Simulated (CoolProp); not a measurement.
Nitrogen along the isotherm 109.6 K: fugacity coefficient from the reference equation and from simpler models built on Tc = 126.2 K, pc = 33.96 bar, ω = 0.037; each cubic takes its own stable root.

Values from CoolProp's reference Helmholtz-energy equation of state, Span 2000.

```csv
p (bar),phase,reference
22.6,liquid,0.5202
45.3,liquid,0.2892
67.9,liquid,0.2143
90.6,liquid,0.1781
113,liquid,0.1578
136,liquid,0.1450
158,liquid,0.1373
181,liquid,0.1323
204,liquid,0.1294
226,liquid,0.1281
249,liquid,0.1279
272,liquid,0.1287
294,liquid,0.1302
317,liquid,0.1326
340,liquid,0.1356
```

### Question
How far does each simpler model (Redlich-Kwong, Soave-Redlich-Kwong, Peng-Robinson) lie from the reference over these 15 states: mean and median of the absolute difference, and the worst?

### Answer
- Redlich-Kwong: mean 2.3 %, median 2.4 %, worst +2.8 % at 109.6 K and 158 bar
- Soave-Redlich-Kwong: mean 1.8 %, median 1.9 %, worst +2.3 % at 109.6 K and 158 bar
- Peng-Robinson: mean 8.2 %, median 8.2 %, worst -14.9 % at 109.6 K and 340 bar
